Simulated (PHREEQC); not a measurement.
Make-up at 25 °C: 0.0011 mol Mg(NO3)2 and 0.00014 mol HBr per kg of water. Closed to the air; pH follows from the charge balance.

Computed with PHREEQC (ion-association model, wateq4f.dat).

No solid was allowed to form.

Task: Predict the pH.

Result: pH 3.88.
